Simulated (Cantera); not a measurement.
Feed: 1 mol FeS, 17 mol H₂, 2.9 mol N₂, at 21.0 mbar.

Method: chemical equilibrium by Gibbs-energy minimisation in Cantera with the NASA 1993 tables (ideal gas, pure condensed phases). Candidate condensed phases: Fe, FeS, FeS₂, S; 16 gas species. Metal and sulfide melt together well below either melting point, which pure phases cannot show. Mutual solubility and eutectic melting of coexisting phases are not modelled. FeS: taken at fixed stoichiometry. Gases not in the tables: S₃ to S₇. Kinetics and transport are ignored.

log p: log10 of the partial pressure in bar; n: condensed amount in mol.

```tsv
T (K)	log p H₂	log p N₂	log p H₂S	log p S₂	log p SH	log p H	log p NH₃	n Fe(α)	n FeS(s)	n Fe(γ)
748	-1.75	-2.51	-5.86	<-13	-13.09	-13.41	-6.16	0.00131	0.999	0
848	-1.75	-2.51	-5.32	-13.08	-11.20	-11.59	-6.60	0.00457	0.995	0
948	-1.75	-2.51	[?]	[?]	[?]	[?]	[?]	[?]	0.988	0
1048	-1.75	-2.51	[?]	[?]	[?]	[?]	[?]	[?]	0.973	0
1148	-1.75	-2.51	-4.25	-8.07	-7.49	-8.02	-7.49	0.0528	0.947	0
1248	-1.75	-2.51	-4.01	-6.92	-6.65	-7.20	-7.69	0	0.907	0.0932
1348	-1.75	-2.51	-3.80	-5.94	-5.93	-6.51	-7.87	0	0.848	0.152
1448	-1.75	-2.51	-3.63	-5.11	-5.31	-5.91	-8.02	0	0.759	0.241
```

Problem. Some entries are withheld; supply them.

Solution. 
- 948, log p H₂S: -4.89
- 948, log p S₂: -11.07
- 948, log p SH: -9.71
- 948, log p H: -10.15
- 948, log p NH₃: -6.95
- 948, n Fe(α): 0.0121
- 1048, log p H₂S: -4.55
- 1048, log p S₂: -9.44
- 1048, log p SH: -8.50
- 1048, log p H: -8.99
- 1048, log p NH₃: -7.24
- 1048, n Fe(α): 0.0269
